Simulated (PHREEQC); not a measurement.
CaCl2 is added in steps, without added water, to 1 kg of water holding 1.9 mmol/kgw CuCl2 and 13 mmol/kgw Na2SO4, at 25 °C. Oxygen is held at 0.21 atm. The system is closed to CO2. The run lets Gypsum, Portlandite, Cu(OH)2, Brochantite, Antlerite, Atacamite, Halite, Mirabilite, Chalcanthite precipitate or redissolve, and no other solid.

Base run: PHREEQC, ion-association model, wateq4f.dat. Each further column changes one thing. The table gives pH.

```
CaCl2 added (mol)  base  diluted 2-fold with water  Na2SO4 from 0.013 to 0.026 mol/kgw  no solid may form
-----------------  ----  -------------------------  ----------------------------------  -----------------
0                  5.05                       5.24                                5.09               5.39
0.002925           5.06                       5.25                                5.09               5.38
0.006825           5.07                       5.27                                5.10               5.37
0.00975            5.08                       5.28                                5.10               5.37
0.01268            5.09                       5.29                                5.10               5.36
0.01657            5.10                       5.26                                5.11               5.36
0.0195             5.09                       5.25                                5.11               5.36
0.02243            5.07                       5.24                                5.11               5.36
0.02633            5.06                       5.23                                5.10               5.35
0.02925            5.05                       5.22                                5.08               5.36
0.03218            5.04                       5.21                                5.06               5.36
0.03608            5.03                       5.21                                5.05               5.36
0.039              5.02                       5.20                                5.04               5.36
```

 In at least one series the solution becomes supersaturated in solids that the run did not let form, among them Brochantite, Antlerite, Atacamite.
